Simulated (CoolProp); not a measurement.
Propane at 376.78 K and 0.732 MPa is compressed adiabatically to 1.91 MPa with isentropic efficiency 0.9. Each further row changes one setting.

Values from CoolProp's reference Helmholtz-energy equation of state, Lemmon 2009.

| case | work (kJ/kg) | final temperature (K) | final density (kg/m³) |
|---|---|---|---|
| as stated | 73.0 | 418.8 | 27.1 |
| efficiency 1 | 65.7 | 415.7 | 27.4 |
| efficiency 0.65 | 101 | 430.6 | 26.1 |
